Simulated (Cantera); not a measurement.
# Equilibrium for carbothermic reduction: PbO + CO

Charge: 1 mol PbO, 5.2 mol CO, equilibrated at 4300 Pa.

Method: chemical equilibrium by Gibbs-energy minimisation in Cantera with the NASA 1993 tables (ideal gas, pure condensed phases). Candidate condensed phases: C, Pb, PbO, PbO2, Pb3O4; 15 gas species. Gases not in the tables: (PbO)n polymers. Equilibrium is a limit: real reactors are often held back by kinetics, nucleation or transport.

```csv
T (K),x CO,x Pb,x CO2,x O,x PbO,x O2
2373,0.681,0.158,0.157,0.000726,0.00304,0.000404
2398,0.682,0.158,0.156,0.000957,0.00326,0.000534
2423,0.682,0.157,0.155,0.00125,0.00348,0.000701
2448,0.683,0.157,0.154,0.00162,0.00370,0.000912
2473,0.684,0.157,0.152,0.00209,0.00393,0.00118
2498,0.684,0.156,0.151,0.00268,0.00415,0.00150
2523,0.685,0.156,0.149,0.00341,0.00437,0.00190
2548,0.687,0.156,0.147,0.00429,0.00458,0.00237
2573,0.688,0.155,0.144,0.00537,0.00478,0.00293
2598,0.689,0.155,0.141,0.00666,0.00495,0.00358
2623,0.691,0.154,0.137,0.00819,0.00511,0.00432
```
x: gas mole fraction; nothing condenses.

From 2373 K to 2623 K nothing is condensed.
